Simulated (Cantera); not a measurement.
Input (Python, Cantera) and output of one run.

```python
import numpy as np
import cantera as ct

gas_names = [...]  # 131 gases of nasa_gas.yaml made of C, H, O
cond_names = """
    C(gr) C6H6(L) C7H8(L) C8H18(L),n-octa H2O(s) H2O(L)
""".split()


# ... load() reads the species with a 1 bar reference pressure and builds the phases ...
atoms = {
    'C2H5OH': {'C': 2, 'H': 6, 'O': 1},
    'O2': {'O': 2},
}
top_T = {'C(gr)': 4500}  # K; cautious upper limits of use, not melting points


# ... equilibrate(T, P, feed) seeds the gas with the atoms and calls Mixture.equilibrate('TP', solver="vcs", rtol=1e-11, max_steps=5000) ...
results = []
feed = {'C2H5OH': 1, 'O2': 1.1}  # mol
P = 2900  # Pa
for T in [2000, 2500, 3000, 3500, 4000, 4500, 5000]:
    mix = equilibrate(T, P, feed)
    results.append((T, P, feed, dict(zip(mix.species_names, mix.species_moles))))

top = {s: max(r[3][s] / sum(r[3][g] for g in gas_names) for r in results) for s in gas_names}
cols = sorted((s for s in top if top[s] > 1e-05), key=lambda s: -top[s])[:5]
seen = [c for c in cond_names if any(r[3].get(c, 0) > 1e-12 for r in results)]
print("log10 of partial pressures in bar; condensed amounts in mol")
print(f"{'T/K':>10s}" + "".join(f"{s[:9]:>10s}" for s in cols + seen))
for T, P, feed, n in results:
    ng = sum(n[g] for g in gas_names)
    print(f"{T:10.4g}" + "".join(f"{np.log10(max(n[s] / ng * P / 1e5, 1e-99)):10.3f}" for s in cols)
          + "".join(f"{n.get(c, 0):10.4g}" for c in seen))
```

Result:

```
log10 of partial pressures in bar; condensed amounts in mol
       T/K         H        H2        CO       H2O         O
      2000    -3.759    -1.940    -1.982    -2.238    -7.012
      2500    -2.604    -2.010    -1.995    -2.270    -4.325
      3000    -1.954    -2.305    -2.092    -2.808    -2.797
      3500    -1.754    -3.050    -2.183    -4.478    -2.457
      4000    -1.728    -3.861    -2.198    -6.209    -2.427
      4500    -1.724    -4.526    -2.201    -7.610    -2.422
      5000    -1.726    -5.069    -2.214    -8.729    -2.406
```

Method: chemical equilibrium by Gibbs-energy minimisation in Cantera with the NASA 1993 tables (ideal gas, pure condensed phases).
